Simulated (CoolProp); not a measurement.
Hexamethyldisiloxane (MM) along the isobar 609 kPa: Z from the reference equation and from simpler models built on Tc = 518.7 K, pc = 1931 kPa, ω = 0.418; each cubic takes its own stable root.

Model: reference Helmholtz-energy equation of state, Thol 2016, in CoolProp.

```
T (K)  phase  reference  Pitzer virial  van der Waals  Redlich-Kwong  Soave-Redlich-Kwong  Peng-Robinson
-----  -----  ---------  -------------  -------------  -------------  -------------------  -------------
500.5    gas     0.8580         0.8728         0.8872         0.8695               0.8654         0.8533
506.7    gas     0.8651         0.8785         0.8910         0.8747               0.8721         0.8602
512.9    gas     0.8716         0.8839         0.8945         0.8796               0.8784         0.8666
519.1    gas     0.8777         0.8891         0.8979         0.8843               0.8843         0.8727
525.4    gas     0.8836         0.8940         0.9013         0.8887               0.8900         0.8785
531.6    gas     0.8890         0.8986         0.9044         0.8929               0.8953         0.8839
537.8    gas     0.8940         0.9030         0.9073         0.8969               0.9002         0.8890
544      gas     0.8988         0.9071         0.9102         0.9006               0.9049         0.8939
550.2    gas     0.9033         0.9111         0.9129         0.9042               0.9094         0.8985
556.4    gas     0.9075         0.9149         0.9155         0.9076               0.9136         0.9028
562.6    gas     0.9115         0.9184         0.9180         0.9109               0.9176         0.9070
568.8    gas     0.9153         0.9218         0.9204         0.9140               0.9214         0.9109
575      gas     0.9190         0.9251         0.9228         0.9170               0.9250         0.9146
581.2    gas     0.9224         0.9282         0.9250         0.9198               0.9284         0.9182
```
